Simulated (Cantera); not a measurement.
Low-pressure radical oxidation in H2/O2

A perfectly stirred reactor is fed with H₂ : O₂ : N₂ = 0.14 : 1 : 0.18 (molar parts), at 2.25 Torr; it is held at 1348 K, and followed from long to short residence time.

Model: GRI-Mech 3.0 (53 species, 325 reactions), integrated in Cantera. Radical loss at walls, strong at low pressure, is not modelled. The temperature is held fixed by assumption; the heat of reaction is taken as removed at once.

| τ (s) | x H₂ | x O₂ | x NO | x H₂O₂ | x NO₂ |
|---|---|---|---|---|---|
| 5.1 | 0.000853 | 0.731 | 3.04e-7 | 2.40e-8 | 3.53e-12 |
| 2.1 | 0.00139 | 0.723 | 4.03e-7 | 2.73e-8 | 3.29e-12 |
| 0.86 | 0.00211 | 0.712 | 4.65e-7 | 2.94e-8 | 2.79e-12 |
| 0.36 | 0.00285 | 0.701 | 4.15e-7 | 2.99e-8 | 1.99e-12 |
| 0.15 | 0.00353 | 0.692 | 2.76e-7 | 2.99e-8 | 1.15e-12 |
| 0.060 | 0.00430 | 0.686 | 1.41e-7 | 3.03e-8 | <1e-12 |
| 0.025 | 0.00554 | 0.685 | 6.43e-8 | 3.19e-8 | <1e-12 |
| 0.010 | 0.00833 | 0.687 | 2.56e-8 | 3.56e-8 | <1e-12 |
| 0.0041 | 0.0143 | 0.693 | 9.38e-9 | 4.14e-8 | <1e-12 |
| 0.0017 | 0.0270 | 0.703 | 2.83e-9 | 4.63e-8 | <1e-12 |
| 0.00070 | 0.0528 | 0.722 | 4.94e-10 | 3.93e-8 | <1e-12 |
x: mole fraction; the columns are a selection and need not sum to one.
